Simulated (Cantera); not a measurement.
Charge: 1 mol Ta(OEt)5, 13 mol H2O, 10 mol H2, equilibrated at 0.180 Pa.

Equilibrium computed with Cantera from the NASA thermochemical tables; the gas is ideal and each condensed phase is pure. Candidate condensed phases: C, C6H6, C7H8, C8H18, H2O, Ta, TaC, Ta2O5; 113 gas species. The feed counts by its element totals alone. Rates play no part.

Question: At 1327 °C, list the 4 most abundant gas species with their mole fractions, and the condensed phases.

Answer: H2 0.644, CO 0.205, H2O 0.107, H 0.0325. Condensed: Ta2O5(s).
